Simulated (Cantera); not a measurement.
## Adiabatic ignition

An adiabatic, constant-pressure homogeneous reactor starts with 11.0 % CH₄, 1.10 % C₂H₆, 17.3 % O₂, 65.1 % N₂, 5.41 % CO₂, equivalence ratio 1.5, at 1475 K and 0.340 bar.

Model: GRI-Mech 3.0 (53 species, 325 reactions), integrated in Cantera.

```tsv
t (s)	T (K)	x CH₄	x C₂H₆	x O₂	x H	x CO₂	x NO	x CH₂O
2.00e-6	1475	0.110	0.0110	0.173	1.60e-8	0.0541	<1e-12	1.68e-8
5.41e-6	1475	0.110	0.0110	0.173	4.30e-8	0.0541	<1e-12	1.30e-7
1.46e-5	1475	0.110	0.0110	0.173	1.57e-7	0.0541	<1e-12	9.89e-7
3.95e-5	1474	0.110	0.0109	0.173	6.26e-7	0.0541	<1e-12	8.19e-6
0.000107	1473	0.110	0.0107	0.173	2.99e-6	0.0541	<1e-12	8.88e-5
0.000288	1476	0.108	0.00968	0.172	1.04e-5	0.0541	2.85e-12	0.000815
0.000780	1613	0.0794	0.00336	0.143	0.000154	0.0533	8.86e-10	0.00474
0.00211	2522	<1e-12	<1e-12	0.00357	0.0177	0.0565	0.000283	6.44e-10
0.00570	2576	<1e-12	<1e-12	0.00250	0.0139	0.0573	0.000863	7.51e-10
0.0154	2576	<1e-12	<1e-12	0.00233	0.0135	0.0571	0.00181	7.66e-10
0.0416	2574	<1e-12	<1e-12	0.00227	0.0134	0.0570	0.00232	7.70e-10
0.112	2574	<1e-12	<1e-12	0.00227	0.0134	0.0570	0.00234	7.70e-10
0.304	2574	<1e-12	<1e-12	0.00227	0.0134	0.0570	0.00234	7.70e-10
0.821	2574	<1e-12	<1e-12	0.00227	0.0134	0.0570	0.00234	7.70e-10
2.22	2574	<1e-12	<1e-12	0.00227	0.0134	0.0570	0.00234	7.70e-10
6.00	2574	<1e-12	<1e-12	0.00227	0.0134	0.0570	0.00234	7.70e-10
```
x: mole fraction; the columns are a selection and need not sum to one.

| Quantity | Result |
|---|---|
| time of steepest temperature rise | 0.914 ms |
| temperature at 6.00 s | 2574 K |
| equilibrium temperature | 2574 K |
| x(CH₄) at 6.00 s | <1e-12 (gas-phase equilibrium <1e-12) |
| x(C₂H₆) at 6.00 s | <1e-12 (gas-phase equilibrium <1e-12) |
| x(O₂) at 6.00 s | 0.00227 (gas-phase equilibrium 0.00227) |
